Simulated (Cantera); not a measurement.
Input: 1 mol NH3, 0.0065 mol SO2, 0.45 mol O2, held at 0.00500 bar.

Equilibrium computed with Cantera from the NASA thermochemical tables; the gas is ideal and each condensed phase is pure. Candidate condensed phases: H2O, H2SO4, S; 60 gas species. Ions and electrons are included (thermal ionisation). Kinetics and transport are ignored. All values below are at 3727 °C.

Base state: H 0.675, O 0.205, N2 0.108, N 0.00826, S 0.00146, NO 0.000928, H2 0.000897, OH 0.000484 (mole fractions); condensed: gas only.

What changes in the equilibrium state with this change: NH3 replaced by CS2?


| species | before | after |
|---|---|---|
| S | 0.00146 | 0.661 |
| CO | 0 | 0.308 |
| CS | 0 | 0.0156 |
| H | 0.675 | 0 |
| N2 | 0.108 | 0 |
| C | 0 | 0.0143 |
| O | 0.205 | 0.000588 |
| N | 0.00826 | 0 |
| NO | 0.000928 | 0 |
Further candidate phases: C.
